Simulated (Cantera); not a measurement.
A perfectly stirred reactor is fed with H2 : O2 : N2 = 0.74 : 1 : 4.4 (molar parts), equivalence ratio 0.37, at 0.523 atm; it is held at 1275 K, and followed from long to short residence time.

Detailed kinetics in Cantera: GRI-Mech 3.0 (53 species, 325 reactions). The temperature is held fixed by assumption; the heat of reaction is taken as removed at once.

```
quantity                  before     after
----------------------  --------  --------
x(H2) at τ = 2.00 s      4.24e-5   6.40e-5
x(O2) at τ = 2.00 s        0.109    0.0428
x(H2O2) at τ = 2.00 s    1.90e-7   2.00e-7
x(H) at τ = 2.00 s       1.17e-6   3.03e-6
x(NO) at τ = 2.00 s      8.29e-7   7.84e-7
x(H2) at τ = 37.0 ms    0.000581  0.000880
x(O2) at τ = 37.0 ms       0.109    0.0430
x(H2O2) at τ = 37.0 ms   1.05e-6   1.06e-6
x(H) at τ = 37.0 ms      6.45e-5  0.000164
x(NO) at τ = 37.0 ms     3.66e-7   6.55e-7
```

What was changed between the two runs?
A) O2 1 to 0.6 parts
B) temperature 1275 to 1200 K
C) pressure from 0.523 atm to 0.474 atm
D) temperature 1275 to 750 K

A, O2 1 to 0.6 parts
